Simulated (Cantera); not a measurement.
Charge: 1 mol TiO₂, 2.7 mol C, 2.7 mol CO, equilibrated at 527 °C and 36.0 Pa.

Method: chemical equilibrium by Gibbs-energy minimisation in Cantera with the NASA 1993 tables (ideal gas, pure condensed phases). Candidate condensed phases: C, Ti, TiC, TiO, TiO₂, Ti₂O₃, Ti₃O₅, Ti₄O₇; 15 gas species. Equilibrium is a limit: real reactors are often held back by kinetics, nucleation or transport.

Base state: CO 0.967, CO₂ 0.0332 (mole fractions); condensed: C(graphite) + TiO₂(rutile).

Problem. What changes in the equilibrium state with this change: temperature from 527 °C to 1302 °C?

Solution. 
| species | before | after |
|---|---|---|
| CO | 0.967 | 1.000 |
| CO₂ | 0.0332 | 1.20e-5 |
| C(graphite), mol | 2.79 | 0 |
| TiO₂(rutile), mol | 1.00 | 0 |
| TiC(s), mol | 0 | 0.880 |
| Ti₂O₃(s), mol | 0 | 0.0600 |
Mutual solubility and eutectic melting of coexisting phases are not modelled. TiC: taken at fixed stoichiometry.
